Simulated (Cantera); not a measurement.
Feed: 1 mol SiF₄, 0.15 mol N₂O, 32 mol N₂, at 1775 K and 0.00100 bar.

Equilibrium computed with Cantera from the NASA thermochemical tables; the gas is ideal and each condensed phase is pure. Candidate condensed phases: Si, SiO₂, Si₂N₂O, Si₃N₄; 28 gas species. The tables' values for SiF₃ are old estimates; treat these amounts as uncertain. The numbers say what is thermodynamically allowed, not how fast it happens.

Base state: N₂ 0.967, SiF₄ 0.0300, O₂ 0.00198, NO 0.000411, O 0.000135, F 0.000101, SiF₃ 8.89e-5 (mole fractions); condensed: gas only.

What changes in the equilibrium state with this change: temperature from 1775 K to 2000 K?


```
species    before     after
-------  --------  --------
N₂          0.967     0.966
SiF₄       0.0300    0.0292
O₂        0.00198   0.00144
F        0.000101   0.00125
SiO       2.84e-6  0.000126
SiF₃      8.89e-5  0.000725
O        0.000135  0.000802
NO       0.000411  0.000701
```
